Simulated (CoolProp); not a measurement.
Properties of normal hydrogen along the isotherm -235.25 °C (Tc = -240.0 °C, pc = 12.96 bar, ω = -0.219).

The numbers come from the reference Helmholtz-energy equation of state, Leachman 2009 in CoolProp.

```csv
p (bar),phase,cp (kJ/(kg K)),speed of sound (m/s),expansivity (1/kK),Prandtl number,fugacity coefficient
0.405,gas,10.43,509.1,26.90,___,0.9929
0.81,gas,10.55,507.7,27.44,0.673,0.9859
1.22,gas,10.67,506.4,28.00,0.675,0.9788
1.62,gas,10.80,505.0,28.58,0.678,0.9718
2.03,gas,10.93,503.6,29.18,0.681,___
2.43,gas,___,502.3,29.80,0.684,0.9578
2.84,gas,11.22,500.9,30.46,0.688,0.9508
3.24,gas,11.37,499.5,31.13,0.692,0.9439
3.65,gas,11.52,498.1,31.85,0.696,0.9369
4.05,gas,11.69,___,32.58,0.701,0.9301
4.46,gas,11.86,495.3,33.36,0.707,0.9231
4.86,gas,12.04,493.9,34.16,0.712,0.9163
5.27,gas,12.23,492.4,35.01,0.719,0.9093
5.67,gas,12.42,491.0,35.88,0.725,0.9025
6.08,gas,12.63,489.6,36.83,0.733,0.8956
6.48,gas,___,488.2,37.79,___,0.8888
```

**Question.** Some entries are withheld; supply them.

**Answer.** 
- 0.405, Prandtl number: 0.671
- 2.03, fugacity coefficient: 0.9647
- 2.43, cp (kJ/(kg K)): 11.07
- 4.05, speed of sound (m/s): 496.7
- 6.48, cp (kJ/(kg K)): 12.85
- 6.48, Prandtl number: 0.741

Viscosity comes from a separate model (Muzny 2013). Thermal conductivity comes from a separate model (Assael 2011).
